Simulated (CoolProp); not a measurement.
Vapour-liquid equilibrium of benzene (1) + n-decane (2) at 0.171 MPa; x and y are mole fractions of (1).

Values from CoolProp's multi-fluid Helmholtz-energy mixture model, Thol 2012 and Lemmon 2006; pair parameters Bell 2016.

```csv
x,bubble temperature (K),y at the bubble point,dew temperature at overall composition x (K),liquid density (mol/L)
0.05,457.1,0.265,467.0,4.300
0.2,427.4,0.704,460.3,4.919
0.35,407.9,0.863,452.6,5.573
0.5,395.0,0.929,443.6,6.304
0.65,386.0,0.962,432.4,7.168
0.8,379.0,0.982,416.9,8.234
0.95,373.1,0.996,389.5,9.602
```

No azeotrope shows between x = 0.05 and 0.95.

Pair parameters are fitted to limited data, so mixtures are less certain than the pure fluids. The gap from Raoult's law changes sign with composition, which may be real or a fault of the pair parameters; it wasn't checked against measurements.
